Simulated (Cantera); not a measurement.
Cantera run, input and output.

```python
import numpy as np
import cantera as ct

gas = ct.Solution("gri30.yaml")
gas.TPX = 1675, 500000, {'CH4': 1, 'H2O': 0.7, 'H2': 0.17}
reactor = ct.IdealGasConstPressureReactor(gas, energy="off", clone=False)
net = ct.ReactorNet([reactor])
net.rtol, net.atol = 1e-08, 1e-18
show = ['CH4', 'H2O', 'H2', 'O', 'CH2CO']
times = np.geomspace(5e-05, 3, 11)

steps = ct.SolutionArray(gas, extra=["t"])
rows = []
print(f"{'t/s':>10s}{'T/K':>9s}{'P/Pa':>11s}" + "".join(f"{s:>11s}" for s in show))
for t in times:
    while net.time < t:
        t_next = net.step()
        steps.append(gas.state, t=t_next)
    rows.append([np.interp(t, steps.t, y) for y in (steps.T, steps.P, *steps(*show).X.T)])
    print(f"{t:10.3e}{rows[-1][0]:9.1f}{rows[-1][1]:11.4g}" + "".join(f"{x:11.3e}" for x in rows[-1][2:]))
rate = np.gradient(steps.T, steps.t)
print("integrator steps:", len(steps.t))
if steps.T.max() > steps.T[0] + 200:
    print(f"time of steepest temperature rise: {steps.t[rate.argmax()]:.4e} s")
gas.TPX = 1675, 500000, {'CH4': 1, 'H2O': 0.7, 'H2': 0.17}
gas.equilibrate("TP")
print(f"equilibrium (TP): T = {gas.T:.1f} K  " + "  ".join(f"{s} {gas[s].X[0]:.3e}" for s in show))
```

Output:

```
       t/s      T/K       P/Pa        CH4        H2O         H2          O      CH2CO
 5.000e-05   1675.0      5e+05  5.307e-01  3.740e-01  9.310e-02  4.965e-11  5.124e-10
 1.502e-04   1675.0      5e+05  5.214e-01  3.729e-01  9.956e-02  7.696e-11  4.288e-08
 4.514e-04   1675.0      5e+05  4.911e-01  3.672e-01  1.245e-01  7.870e-11  1.683e-06
 1.356e-03   1675.0      5e+05  4.165e-01  3.489e-01  1.927e-01  5.423e-11  1.343e-05
 4.076e-03   1675.0      5e+05  2.961e-01  3.169e-01  3.062e-01  3.205e-11  2.994e-05
 1.225e-02   1675.0      5e+05  1.730e-01  2.817e-01  4.228e-01  2.149e-11  3.820e-05
 3.680e-02   1675.0      5e+05  1.076e-01  2.478e-01  4.960e-01  1.844e-11  3.670e-05
 1.106e-01   1675.0      5e+05  9.921e-02  2.020e-01  5.372e-01  1.616e-11  2.529e-05
 3.323e-01   1675.0      5e+05  9.365e-02  1.354e-01  5.917e-01  1.227e-11  1.227e-05
 9.984e-01   1675.0      5e+05  8.121e-02  6.943e-02  6.501e-01  7.290e-12  4.569e-06
 3.000e+00   1675.0      5e+05  6.671e-02  2.434e-02  6.941e-01  2.846e-12  1.842e-06
integrator steps: 1387
equilibrium (TP): T = 1675.0 K  CH4 5.587e-02  H2O 2.273e-05  H2 7.199e-01  O 3.369e-15  CH2CO 1.063e-06
```

Cantera simulation using GRI-Mech 3.0 (53 species, 325 reactions); the numbers are that mechanism's predictions, not measurements. GRI-Mech 3.0 stops at C3 and has no aromatics, soot or wall deposition, so with more carbon than oxygen in the feed, carbon stays in small species such as C2H2 where larger ones or solid carbon would form.
